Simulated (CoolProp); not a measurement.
The numbers come from the reference Helmholtz-energy equation of state, Thol 2018 in CoolProp.

For hydrogen chloride, give the phase and the cv (kJ/(kg K)), speed of sound (m/s), Joule-Thomson coefficient (K/MPa) at 322.9 K and 9.68 MPa.


- 322.9 K and 9.68 MPa: liquid; cv 0.928, speed of sound 358, Joule-Thomson coefficient 1.71
